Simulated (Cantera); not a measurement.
Input: 1 mol Si(CH3)4, 0.027 mol HCl, 1.2 mol H2, equilibrated at 2048 K and 290 Pa.

Equilibrium computed with Cantera from the NASA thermochemical tables; the gas is ideal and each condensed phase is pure. Candidate condensed phases: C, C6H6, C7H8, C8H18, Si, SiC; 109 gas species. Kinetics and transport are ignored.

Base state: H2 0.953, H 0.0406, HCl 0.00353, Si 0.00170, C2H2 (acetylene) 0.000999, Cl 0.000111, SiC2 8.75e-5, Si2C 5.68e-5 (mole fractions); condensed: C(graphite) + SiC(s).

Q: What changes in the equilibrium state with this change: temperature from 2048 K to 2400 K?

A: 
```json
[
 {"species": "H2", "before": "0.953", "after": "0.652"},
 {"species": "H", "before": "0.0406", "after": "0.238"},
 {"species": "Si", "before": "0.00170", "after": "0.0806"},
 {"species": "SiC2", "before": "8.75e-5", "after": "0.0155"},
 {"species": "C3", "before": "3.03e-8", "after": "3.38e-5"},
 {"species": "C", "before": "2.88e-8", "after": "1.37e-5"},
 {"species": "C(graphite), mol", "before": "3.00", "after": "3.58"},
 {"species": "SiC(s), mol", "before": "0.985", "after": "0"}
]
```
The tables' values for SiCl are old estimates; treat these amounts as uncertain. Gases not in the tables: Si2H6 and higher silanes.
